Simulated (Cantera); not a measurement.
Cantera run:

```python
import numpy as np
import cantera as ct

gas_names = """
    Br Br2 H HBr H2
""".split()
cond_names = """
    Br2(cr) Br2(L)
""".split()


def load(file, names, dense=False):
    # The tables refer to 1 bar. Condensed volumes are neglected.
    table = {s.name: s for s in ct.Species.list_from_file(file)}
    out = []
    for n in names:
        d = dict(table[n].input_data)
        d["thermo"] = dict(d["thermo"], **{"reference-pressure": 1e5})
        if dense:
            d["equation-of-state"] = {"model": "constant-volume", "density": "1e6 g/cm^3"}
        out.append(ct.Species.from_dict(d))
    return out


gas = ct.Solution(thermo="ideal-gas", species=load("nasa_gas.yaml", gas_names))
cond = {s.name: ct.Solution(thermo="fixed-stoichiometry", species=[s], name=s.name)
        for s in load("nasa_condensed.yaml", cond_names, dense=True)}
atoms = {
    'HBr': {'H': 1, 'Br': 1},
    'H2': {'H': 2},
}
top_T = {}  # K; cautious upper limits of use, not melting points


def equilibrate(T, P, feed):
    n = {}
    for name, mol in feed.items():
        for a, k in atoms[name].items():
            n[a] = n.get(a, 0.0) + k * mol
    gas.TPX = T, P, n
    mass = sum(n.values()) * gas.mean_molecular_weight
    gas.equilibrate("TP")
    valid = [c for c in cond.values() if c.min_temp <= T <= top_T.get(c.name, c.max_temp)]
    mix = ct.Mixture([(gas, mass / gas.mean_molecular_weight)] + [(c, 0.0) for c in valid])
    mix.T, mix.P = T, P
    mix.equilibrate("TP", solver="vcs", rtol=1e-11, max_steps=5000)
    return mix


results = []
feed = {'HBr': 1, 'H2': 0.1}  # mol
T = 2348.15  # K
P = 1500  # Pa
mix = equilibrate(T, P, feed)
results.append((T, P, feed, dict(zip(mix.species_names, mix.species_moles))))
print(gas.report(threshold=0.001))
for i in range(1, mix.n_phases):
    print(f"{mix.phase(i).name:16s} {mix.phase_moles(i):12.5e} mol")
```

Result:

```
       temperature   2348.2 K
          pressure   1500 Pa
           density   0.0041678 kg/m^3
  mean mol. weight   54.246 kg/kmol
   phase of matter   gas

                          1 kg             1 kmol
                     ---------------   ---------------
          enthalpy        2.0769e+06        1.1266e+08  J
   internal energy         1.717e+06        9.3139e+07  J
           entropy            4839.2        2.6251e+05  J/K
    Gibbs function       -9.2864e+06       -5.0375e+08  J
 heat capacity c_p            531.99             28858  J/K
 heat capacity c_v            378.72             20544  J/K

                      mass frac. Y      mole frac. X     chem. pot. / RT
                     ---------------   ---------------   ---------------
                Br           0.70039           0.47549           -23.292
                 H         0.0009888          0.053213           -12.742
               HBr           0.28796           0.19306           -36.033
                H2          0.010336           0.27813           -25.483
     [   +1 minor]        0.00032864        0.00011155

Br2(L)            0.00000e+00 mol
```

Cantera equilibrium calculation (NASA polynomials, part measured and part estimated; ideal gas, pure solids and liquids).
